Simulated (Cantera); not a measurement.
A closed system holds: 1 mol Al, 36 mol N2O, 500 mol N2, held at 1273 K and 0.370 bar.

These are equilibrium values from Cantera (NASA tables, ideal gas, pure condensed phases), not measurements of a reactor. Candidate condensed phases: Al, AlN, Al2O3; 16 gas species. Equilibrium is a limit: real reactors are often held back by kinetics, nucleation or transport.

Base state: N2 0.969, O2 0.0311, NO 0.000141 (mole fractions); condensed: Al2O3(s).

### Question
What changes in the equilibrium state with this change: Al replaced by AlCl3?

### Answer
| species | before | after |
|---|---|---|
| N2 | 0.969 | 0.966 |
| O2 | 0.0311 | 0.0310 |
| Cl2 | 0 | 0.00232 |
| Cl | 0 | 0.000768 |
| NO | 0.000141 | 0.000141 |
| Al2O3(s), mol | 0.500 | 0.500 |
Further candidate phases: AlCl3.
